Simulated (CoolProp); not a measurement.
Aqueous ethanol as a coolant, at 33 °C, 1 atm.

Computed with CoolProp (Melinder's fits for secondary coolants).

```json
[
 {"mass %": "2.4", "freezing point (°C)": "-1.0", "viscosity (mPa s)": "0.822", "density (kg/m³)": "990.0", "conductivity (W/(m K))": "0.601", "Prandtl number": "?"},
 {"mass %": "6.1", "freezing point (°C)": "-2.5", "viscosity (mPa s)": "0.933", "density (kg/m³)": "983.6", "conductivity (W/(m K))": "0.573", "Prandtl number": "?"},
 {"mass %": "9.9", "freezing point (°C)": "-4.3", "viscosity (mPa s)": "1.06", "density (kg/m³)": "977.7", "conductivity (W/(m K))": "0.545", "Prandtl number": "8.31"},
 {"mass %": "13.6", "freezing point (°C)": "-6.5", "viscosity (mPa s)": "1.19", "density (kg/m³)": "972.2", "conductivity (W/(m K))": "0.520", "Prandtl number": "9.88"},
 {"mass %": "17.3", "freezing point (°C)": "-9.0", "viscosity (mPa s)": "1.33", "density (kg/m³)": "966.8", "conductivity (W/(m K))": "0.495", "Prandtl number": "11.6"},
 {"mass %": "21", "freezing point (°C)": "-11.9", "viscosity (mPa s)": "1.45", "density (kg/m³)": "961.1", "conductivity (W/(m K))": "?", "Prandtl number": "13.3"},
 {"mass %": "24.8", "freezing point (°C)": "-15.3", "viscosity (mPa s)": "1.57", "density (kg/m³)": "954.9", "conductivity (W/(m K))": "0.449", "Prandtl number": "15.0"},
 {"mass %": "28.5", "freezing point (°C)": "-18.7", "viscosity (mPa s)": "1.66", "density (kg/m³)": "948.5", "conductivity (W/(m K))": "0.428", "Prandtl number": "16.5"},
 {"mass %": "32.2", "freezing point (°C)": "-22.3", "viscosity (mPa s)": "1.73", "density (kg/m³)": "941.6", "conductivity (W/(m K))": "0.407", "Prandtl number": "17.9"},
 {"mass %": "36", "freezing point (°C)": "-25.9", "viscosity (mPa s)": "1.78", "density (kg/m³)": "934.0", "conductivity (W/(m K))": "0.387", "Prandtl number": "19.2"},
 {"mass %": "39.7", "freezing point (°C)": "-29.3", "viscosity (mPa s)": "1.81", "density (kg/m³)": "926.3", "conductivity (W/(m K))": "0.368", "Prandtl number": "20.2"},
 {"mass %": "43.4", "freezing point (°C)": "-32.5", "viscosity (mPa s)": "1.83", "density (kg/m³)": "918.2", "conductivity (W/(m K))": "0.350", "Prandtl number": "21.1"}
]
```

### Question
Fill in the missing entries.

### Answer

- 2.4, Prandtl number: 5.73
- 6.1, Prandtl number: 6.88
- 21, conductivity (W/(m K)): 0.472
